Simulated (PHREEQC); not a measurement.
**Nickel, zinc or cadmium bath: an equilibrium model**

Dissolve 0.036 mol/kgw CdCl2 and 0.0041 mol/kgw NaOH at 25 °C. It is in equilibrium with CO2 at log p = 0 (atm). Otherwise closed; pH follows from the charge balance.

Computed with PHREEQC (ion-association model, phreeqc.dat).

Each row changes one thing in this solution. No solid was allowed to form.

```tsv
case	pH	ionic strength (mol/kgw)	Cl- (mol/kgw)	CdCl+ (mol/kgw)	Cd+2 (mol/kgw)	HCO3- (mol/kgw)	SI of Otavite (CdCO3)	SI of Cd(OH)2 (Cd(OH)2)
as made	5.29	0.0605	0.0454	0.0213	0.0115	0.00354	+2.21	-5.39
diluted 100-fold with water	3.98	0.00119	0.000700	1.94e-5	0.000339	0.000149	-1.63	-9.23
0.00059 mol/kgw KNO3 added	5.29	0.0611	0.0454	0.0213	0.0115	0.00354	+2.21	-5.39
CdCl2 from 0.036 to 0.0396 mol/kgw	5.28	0.0648	0.0490	0.0237	0.0121	0.00352	+2.22	-5.38
NaOH left out	3.87	0.0567	0.0449	0.0216	0.0116	0.000136	-0.60	-8.20
diluted 2-fold with water	5.01	0.0349	0.0253	0.00933	0.00775	0.00183	+1.57	-6.03
```

Some of these states are supersaturated (in Otavite, for instance).
